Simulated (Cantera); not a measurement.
Feed: 1 mol Si₂H₆, 0.16 mol HCl, 13 mol H₂, equilibrated at 0.0350 bar.

Cantera equilibrium calculation (NASA polynomials, part measured and part estimated; ideal gas, pure solids and liquids). Candidate condensed phases: Si; 19 gas species. The feed counts by its element totals alone. The tables' values for SiCl₃ are old estimates; treat these amounts as uncertain. The numbers say what is thermodynamically allowed, not how fast it happens. All values below are at 1023 K.

Base state: H₂ 0.992, HCl 0.00762, SiHCl₃ 0.000287, SiCl₄ 0.000261, SiCl₂ 0.000104, SiCl₃ 3.58e-5, SiH₂Cl₂ 3.51e-5 (mole fractions); condensed: Si(s).

**Question.** What changes in the equilibrium state with this change: HCl from 0.16 to 0.51 mol?

**Answer.** 
| species | before | after |
|---|---|---|
| H₂ | 0.992 | 0.981 |
| HCl | 0.00762 | 0.0136 |
| SiCl₄ | 0.000261 | 0.00273 |
| SiCl₃ | 3.58e-5 | 0.000208 |
| SiHCl₃ | 0.000287 | 0.00166 |
| SiCl₂ | 0.000104 | 0.000336 |
| SiH₂Cl₂ | 3.51e-5 | 0.000112 |
| Si(s), mol | 1.99 | 1.92 |

**Question.** What changes in the equilibrium state with this change: HCl from 0.16 to 0.69 mol?

**Answer.** 
```
species       before     after
----------  --------  --------
H₂             0.992     0.977
HCl          0.00762    0.0153
SiCl₄       0.000261   0.00433
SiCl₃        3.58e-5  0.000295
SiHCl₃      0.000287   0.00235
SiCl₂       0.000104  0.000424
SiH₂Cl₂      3.51e-5  0.000141
Si(s), mol      1.99      1.88
```

**Question.** What changes in the equilibrium state with this change: HCl from 0.16 to 1.1 mol?

**Answer.** 
```
species       before     after
----------  --------  --------
H₂             0.992     0.969
HCl          0.00762    0.0178
SiCl₄       0.000261   0.00824
SiCl₃        3.58e-5  0.000477
SiHCl₃      0.000287   0.00378
Si(s), mol      1.99      1.78
```
